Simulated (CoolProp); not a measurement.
Isobutene along the isobar 4.86 MPa: fugacity coefficient from the reference equation and from simpler models built on Tc = 144.9 °C, pc = 4.016 MPa, ω = 0.193; each cubic takes its own stable root.

Values from CoolProp's reference Helmholtz-energy equation of state, Lemmon 2005. It is a short technical equation, of lower accuracy than the large ones.

| T (°C) | phase | reference |
|---|---|---|
| -74.95 | liquid | 0.0006172 |
| -51.05 | liquid | 0.003059 |
| -27.25 | liquid | 0.01047 |
| -3.35 | liquid | 0.02771 |
| 20.45 | liquid | 0.06020 |
| 44.35 | liquid | 0.1131 |
| 68.25 | liquid | 0.1892 |
| 92.05 | liquid | 0.2880 |
| 115.95 | liquid | 0.4065 |
| 139.75 | liquid | 0.5354 |

Question: How far does each simpler model (van der Waals, Peng-Robinson) lie from the reference over these 10 states: mean and median of the absolute difference, and the worst?

Answer: 
- van der Waals: mean 642.4 %, median 166.9 %, worst +3524.4 % at -74.95 °C and 4.86 MPa
- Peng-Robinson: mean 1.4 %, median 0.4 %, worst +7.3 % at -74.95 °C and 4.86 MPa
